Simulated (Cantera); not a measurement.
An isothermal plug-flow reactor at 725 K and 5.00 bar (inlet), inlet velocity 0.39 m/s, active area per volume 40000 1/m; feed 2.32 % CO, 1.34 % O2, 96.3 % N2, equivalence ratio 0.86.

Model: Deutschmann's 1995 Pt surface mechanism with GRI-Mech 3.0 gas chemistry, integrated in Cantera. Catalytic surfaces can have several steady states; this one follows from the mechanism file's or the stated starting coverage. Mass transfer to the wall is taken as infinitely fast.

One state of this run: x CO = <1e-12; x O2 = 0.00185; x H2O = <1e-12; x CO2 = 0.0234; θ free Pt = 0.0347; θ O* = 0.965; θ CO* = <1e-12. x: gas mole fraction; θ: surface coverage.

### Question
Which value of z (m) does it belong to?
A) 0.0008
B) 0.008
C) 0.00014
D) 8e-05

### Answer
B, 0.008
